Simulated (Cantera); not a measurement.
A jet of H₂ : O₂ : N₂ = 0.014 : 0.11 : 0.79 (molar parts), equivalence ratio 0.064 at 300 K and 29.3 Torr hits a platinum plate 2.2 cm away at a mass flux of 0.058 kg/m²/s; the plate temperature is set and raised in steps from an oxygen-covered start.

Detailed kinetics in Cantera: Deutschmann's 1995 Pt surface mechanism with GRI-Mech 3.0 gas chemistry. Catalytic surfaces can have several steady states; this one follows from the mechanism file's or the stated starting coverage.

One state of this run: wall x H₂ = 0.00368; wall x O₂ = 0.108; wall x H₂O = 0.0221; wall x OH = <1e-8; θ free Pt = 0.0701; θ O* = 0.928; θ OH* = 0.00152. x: mole fraction at the wall; θ: surface coverage.

Question: Which value of plate T (K) does it belong to?
(A) 600
(B) 700
(C) 500
(D) 550

Answer: B, 700
